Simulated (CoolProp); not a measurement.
Isobutane at 298.15 K and 0.746 MPa flows at 2.6 m/s in a round tube of 10 mm bore and 15 µm roughness, fully developed (64/Re and Nu = 3.66 if laminar; Colebrook and Gnielinski if turbulent). Each further row changes one setting.

Computed with CoolProp (reference Helmholtz-energy equation of state, Bücker 2006).

| case | Reynolds number | Darcy friction factor | pressure drop (Pa/m) | heat-transfer coefficient (W/(m² K)) | mass flow (kg/h) |
|---|---|---|---|---|---|
| as stated | … | 0.0238 | 4440 | … | 405 |
| velocity 5.2 m/s | 188000 | 0.0229 | 17000 | … | 811 |
| diameter 20 mm | 188000 | 0.0201 | … | … | … |

**Question.** Fill in the missing entries.

**Answer.** 
- as stated, Reynolds number: 94200
- as stated, heat-transfer coefficient (W/(m² K)): 4910
- velocity 5.2 m/s, heat-transfer coefficient (W/(m² K)): 9570
- diameter 20 mm, pressure drop (Pa/m): 1870
- diameter 20 mm, heat-transfer coefficient (W/(m² K)): 4340
- diameter 20 mm, mass flow (kg/h): 1620

Viscosity comes from a separate model (Vogel 2000). Thermal conductivity comes from a separate model (Perkins 2002).
